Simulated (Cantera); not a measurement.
**Thermodynamics of aluminium and copper etching, feed Cu + HF**

A closed system holds: 1 mol Cu, 1.7 mol HF, held at 1098 K and 45.0 mbar.

Equilibrium computed with Cantera from the NASA thermochemical tables; the gas is ideal and each condensed phase is pure. Candidate condensed phases: Cu, CuF2; 15 gas species. The numbers say what is thermodynamically allowed, not how fast it happens.

```json
{
 "x(HF)": "1.000",
 "x(CuF)": "1.44e-5",
 "x(H2)": "7.23e-6",
 "x(H2F2)": "1.30e-6",
 "n(Cu(s))": "1.000 mol",
 "gas_amount": "1.700 mol",
 "log10 activity of CuF2(s) (absent)": "-4.88"
}
```
